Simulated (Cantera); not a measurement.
An isothermal, constant-pressure homogeneous reactor starts with NO : N2 = 1 : 3.7 (molar parts), at 2098 K and 1330 Pa.

Detailed kinetics in Cantera: GRI-Mech 3.0 (53 species, 325 reactions). Radical loss at walls, strong at low pressure, is not modelled.

x: mole fraction; the columns are a selection and need not sum to one.

| t (s) | x NO | x O2 | x N2O | x O | x N2 | x NO2 |
|---|---|---|---|---|---|---|
| 4.00e-5 | 0.213 | 7.49e-12 | … | 5.53e-8 | 0.787 | 3.02e-12 |
| 0.000187 | 0.213 | 1.64e-10 | … | 2.60e-7 | 0.787 | 6.46e-11 |
| 0.000875 | 0.213 | 3.63e-9 | … | 1.24e-6 | 0.787 | 1.31e-9 |
| 0.00409 | 0.213 | 8.41e-8 | … | 6.28e-6 | 0.787 | 2.09e-8 |
| 0.0191 | 0.213 | 2.24e-6 | … | 3.70e-5 | 0.787 | 2.05e-7 |
| 0.0894 | 0.212 | 6.47e-5 | … | 0.000214 | 0.787 | 1.23e-6 |
| 0.418 | 0.209 | 0.00137 | … | 0.000784 | 0.789 | 3.79e-6 |
| 1.96 | 0.182 | 0.0145 | … | 0.00164 | 0.802 | 8.08e-6 |
| 9.15 | 0.0582 | 0.0755 | … | 0.00328 | 0.863 | 5.93e-6 |
| 42.8 | 0.00748 | 0.101 | 5.07e-8 | 0.00379 | 0.888 | 8.81e-7 |
| 200 | 0.00731 | 0.101 | 5.00e-8 | 0.00379 | 0.888 | 8.60e-7 |

### Question
Some entries are withheld; supply them.

### Answer

- 4.00e-5, x N2O: 5.52e-8
- 0.000187, x N2O: 2.57e-7
- 0.000875, x N2O: 1.18e-6
- 0.00409, x N2O: 5.00e-6
- 0.0191, x N2O: 1.55e-5
- 0.0894, x N2O: 2.14e-5
- 0.418, x N2O: 1.81e-5
- 1.96, x N2O: 1.15e-5
- 9.15, x N2O: 9.28e-7
